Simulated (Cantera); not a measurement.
A perfectly stirred reactor is fed with CH4 : H2 = 0.0039 : 1 (molar parts), at 225 Torr; it is held at 1675 K, and followed from long to short residence time.

Cantera simulation using GRI-Mech 3.0 (53 species, 325 reactions); the numbers are that mechanism's predictions, not measurements. GRI-Mech 3.0 stops at C3 and has no aromatics, soot or wall deposition, so with more carbon than oxygen in the feed, carbon stays in small species such as C2H2 where larger ones or solid carbon would form.

Problem. What does this change do: temperature 1675 to 3000 K?

Solution. 
```csv
quantity,before,after
x(CH4) at τ = 9.20 s,0.00213,2.36e-6
x(H2) at τ = 9.20 s,0.997,0.747
x(C2H2) at τ = 9.20 s,0.000852,0.00157
x(C2H4) at τ = 9.20 s,1.51e-5,5.86e-8
x(C2H6) at τ = 9.20 s,2.10e-8,<1e-12
x(CH4) at τ = 57.0 ms,0.00382,2.97e-6
x(H2) at τ = 57.0 ms,0.996,0.751
x(C2H2) at τ = 57.0 ms,2.39e-5,0.00157
x(C2H4) at τ = 57.0 ms,1.01e-6,6.08e-8
x(C2H6) at τ = 57.0 ms,4.54e-8,<1e-12
```
